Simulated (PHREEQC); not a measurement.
Dissolve 0.29 mol/kgw HNO3, 7.8e-05 mol/kgw AlCl3, 0.19 mol/kgw KCl and 0.5 mol/kgw MgSO4 at 25 °C. Closed to the air; pH follows from the charge balance.

The numbers come from PHREEQC with the ion-association model, phreeqc.dat.

**Question.** The ionic strength comes out as 1.24 mol/kgw. What activity coefficients do Al(SO4)2-, K+, NO3-, H+, SO4-2 get?

**Answer.** Al(SO4)2- 0.61, K+ 0.59, NO3- 0.54, H+ 0.74, SO4-2 0.14.

This is a speciation only: nothing precipitates in the calculation. The ionic strength is past about 0.7 mol/kgw, beyond the range of this activity model, so the values are rough.
